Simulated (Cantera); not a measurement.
Gas-phase reforming

A perfectly stirred reactor is fed with 29.4 % CH₄, 70.6 % CO₂, at 390 Torr; it is held at 1850 K, and followed from long to short residence time.

Computed with Cantera and GRI-Mech 3.0 (53 species, 325 reactions).

| τ (s) | x CH₄ | x CO₂ | x CH₃ | x H₂O | x OH |
|---|---|---|---|---|---|
| 0.71 | 0.00585 | 0.116 | 0.000185 | 0.169 | 1.98e-5 |
| 0.25 | 0.0101 | 0.137 | 0.000332 | 0.182 | 2.23e-5 |
| 0.086 | 0.0167 | 0.180 | 0.000571 | 0.198 | 2.57e-5 |
| 0.030 | 0.0283 | 0.248 | 0.000949 | 0.203 | 2.73e-5 |
| 0.010 | 0.0547 | 0.354 | 0.00159 | 0.173 | 2.28e-5 |
| 0.0036 | 0.102 | 0.478 | 0.00244 | 0.106 | 1.45e-5 |
| 0.0012 | 0.169 | 0.597 | 0.00347 | 0.0388 | 7.47e-6 |
| 0.00043 | 0.229 | 0.665 | 0.00421 | 0.00967 | 3.63e-6 |
x: mole fraction; the columns are a selection and need not sum to one.
